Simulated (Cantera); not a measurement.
An adiabatic, constant-pressure homogeneous reactor starts with CH₄ : H₂ : O₂ : N₂ : H₂O = 1 : 0.079 : 0.816 : 3.07 : 0.12 (molar parts), at 1400 K and 23000 Pa.

Model: GRI-Mech 3.0 (53 species, 325 reactions), integrated in Cantera.

Predict: time of steepest temperature rise; temperature at 0.500 s; equilibrium temperature; x(H₂) at 0.500 s; x(O₂) at 0.500 s; x(HCO) at 0.500 s.


```json
{
  "time_of_steepest_temperature_rise": "10.4 ms",
  "temperature at 0.500 s": "2166 K",
  "equilibrium_temperature": "2166 K",
  "x(H₂) at 0.500 s": "0.241 (gas-phase equilibrium 0.241)",
  "x(O₂) at 0.500 s": "7.29e-7 (gas-phase equilibrium 7.30e-7)",
  "x(HCO) at 0.500 s": "4.02e-8 (gas-phase equilibrium 4.02e-8)"
}
```
